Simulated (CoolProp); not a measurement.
Vapour pressure (kPa) of n-perfluoropentane: the reference equation beside estimates from Tc = 147.9 °C, pc = 2063 kPa, ω = 0.436. Clausius-Clapeyron is anchored at -27.75 °C with a constant enthalpy of vaporisation of 30.46 kJ/mol.

The numbers come from the reference Helmholtz-energy equation of state, Gao 2022 in CoolProp.

```csv
T (°C),reference,Lee-Kesler,Clausius-Clapeyron,van der Waals,Redlich-Kwong,Soave-Redlich-Kwong,Peng-Robinson
-57.05,0.8264,0.8105,0.8930,…,6.656,…,0.9145
-42.45,2.555,2.509,2.610,104.0,15.23,2.546,2.735
-27.75,6.757,6.658,6.757,151.3,30.97,6.721,7.057
-13.15,15.55,15.39,…,211.3,56.84,15.47,15.95
1.45,32.11,31.95,…,285.5,…,31.99,…
16.05,60.66,60.60,64.80,375.4,153.6,60.57,60.99
30.75,106.8,107.0,119.6,482.9,232.6,107.0,106.9
45.35,176.1,176.8,207.8,607.6,336.3,177.1,175.9
59.95,…,277.1,344.0,751.3,468.8,278.5,…
74.55,413.4,415.5,545.8,914.9,633.6,419.3,414.1
89.25,599.2,602.2,836.8,1100,835.7,610.0,602.2
103.85,840.4,844.5,1238,1306,1075,857.6,847.5
```

Fill in the missing entries.


- -57.05, van der Waals: 68.34
- -57.05, Soave-Redlich-Kwong: 0.8272
- -13.15, Clausius-Clapeyron: 15.62
- 1.45, Clausius-Clapeyron: 33.04
- 1.45, Redlich-Kwong: 96.45
- 1.45, Peng-Robinson: 32.54
- 59.95, reference: 275.7
- 59.95, Peng-Robinson: 275.6

Absolute difference from the reference over all 12 rows, mean and median: Lee-Kesler 0.8 and 0.5 %, Clausius-Clapeyron 16.2 and 10.0 %, van der Waals 1489.7 and 435.5 %, Redlich-Kwong 214.9 and 135.5 %, Soave-Redlich-Kwong 0.8 and 0.5 %, Peng-Robinson 2.4 and 0.7 %.
